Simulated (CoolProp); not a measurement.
The numbers come from the reference Helmholtz-energy equation of state, Lemmon 2006 in CoolProp. It is a short technical equation, of lower accuracy than the large ones.

Give the vapour pressure (kPa), liquid density (kg/m³), vapour density (kg/m³), enthalpy of vaporisation (kJ/kg) of saturated acetone at 279.6, 289.5, 314.4 K.


| T (K) | p (kPa) | liquid density (kg/m³) | vapour density (kg/m³) | enthalpy of vaporisation (kJ/kg) |
|---|---|---|---|---|
| 279.6 | 13.0 | 805 | 0.329 | 553 |
| 289.5 | 20.9 | 794 | 0.514 | 543 |
| 314.4 | 59.4 | 766 | 1.37 | 517 |
